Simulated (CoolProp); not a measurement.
Cyclopentane at several states: fugacity coefficient from the reference equation and from simpler models built on Tc = 511.7 K, pc = 4583 kPa, ω = 0.202; each cubic takes its own stable root.

Values from CoolProp's reference Helmholtz-energy equation of state, Gedanitz 2015.

```csv
T (K),p (kPa),phase,reference
483.7,2450,gas,0.7781
436,13300,liquid,0.1317
484.2,58.6,gas,0.9946
```

**Question.** How far does each simpler model (van der Waals, Redlich-Kwong, Soave-Redlich-Kwong, Peng-Robinson) lie from the reference over these 3 states: mean and median of the absolute difference, and the worst?

**Answer.** 
- van der Waals: mean 27.0 %, median 5.2 %, worst +75.7 % at 436 K and 13300 kPa
- Redlich-Kwong: mean 7.1 %, median 1.6 %, worst +19.5 % at 436 K and 13300 kPa
- Soave-Redlich-Kwong: mean 2.2 %, median 1.1 %, worst +5.5 % at 436 K and 13300 kPa
- Peng-Robinson: mean 0.9 %, median 1.0 %, worst -1.5 % at 436 K and 13300 kPa
